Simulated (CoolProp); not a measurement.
Saturation properties of R236FA (Tc = 124.9 °C, pc = 31.91 bar, ω = 0.377).

Values from CoolProp's reference Helmholtz-energy equation of state, Pan 2012.

```
T (°C)  p (bar)  vapour density (kg/m³)  liquid cp (kJ/(kg K))  vapour viscosity (µPa s)  liquid conductivity (mW/(m K))
------  -------  ----------------------  ---------------------  ------------------------  ------------------------------
44.25     4.949              (withheld)                  1.285                      11.6                      (withheld)
53.65     6.443              (withheld)                  1.316                      11.9                            65.0
63.05     8.256                   56.27                  1.353                      12.4                            62.3
72.55     10.46                   72.70             (withheld)                (withheld)                            59.7
81.95     13.04                   93.45                  1.463                      13.5                            57.0
91.35     16.09                   120.5                  1.555                      14.3                            54.3
100.85    19.71              (withheld)                  1.710                      15.4                            51.6
110.25    23.89                   211.0                  2.046                      17.3                            49.0
```

Problem. Fill in the missing entries.

Solution. 
- 44.25, vapour density (kg/m³): 33.19
- 44.25, liquid conductivity (mW/(m K)): 67.6
- 53.65, vapour density (kg/m³): 43.41
- 72.55, liquid cp (kJ/(kg K)): 1.400
- 72.55, vapour viscosity (µPa s): 12.9
- 100.85, vapour density (kg/m³): 157.5

It boils at -1.5 °C under 1 atm.

Viscosity comes from a separate model (Huber 2003), an estimate that may be off by 10 % or more. Thermal conductivity comes from a separate model (Huber 2003), an estimate that may be off by 10 % or more.
